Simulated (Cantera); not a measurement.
An isothermal plug-flow reactor at 1023 K and 1.00 bar (inlet), inlet velocity 3.7 m/s, active area per volume 180 1/m; feed 0.505 % H2, 2.22 % O2, 97.3 % N2, equivalence ratio 0.11.

Cantera simulation using Deutschmann's 1995 Pt surface mechanism with GRI-Mech 3.0 gas chemistry; the numbers are that mechanism's predictions, not measurements. Catalytic surfaces can have several steady states; this one follows from the mechanism file's or the stated starting coverage. Mass transfer to the wall is taken as infinitely fast.

One state of this run: x H2 = 0.000114; x O2 = 0.0197; x H2O = 0.00495; θ free Pt = 0.318; θ O* = 0.681; θ OH* = 0.00137. x: gas mole fraction; θ: surface coverage.

Q: Which value of z (m) does it belong to?
A) 0.0021
B) 0.00027
C) 0.00075
D) 0.0058

A: D, 0.0058
